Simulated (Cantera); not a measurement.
## Abatement and gas-phase synthesis: H2S + H2O + O2

Input: 1 mol H2S, 0.094 mol H2O, 0.13 mol O2, equilibrated at 2427 °C and 20.0 bar.

Method: chemical equilibrium by Gibbs-energy minimisation in Cantera with the NASA 1993 tables (ideal gas, pure condensed phases). Candidate condensed phases: H2O, H2SO4, S; 19 gas species. Equilibrium is a limit: real reactors are often held back by kinetics, nucleation or transport.

- x(H2) = 0.372
- x(S2) = 0.215
- x(H2O) = 0.189
- x(H2S) = 0.111
- x(SH) = 0.0636
- x(SO) = 0.0194
- x(S) = 0.00989
- x(SO2) = 0.00878
- x(H) = 0.00775
- gas amount = 1.544 mol
- log10 activity of S(l) (absent) = -1.50
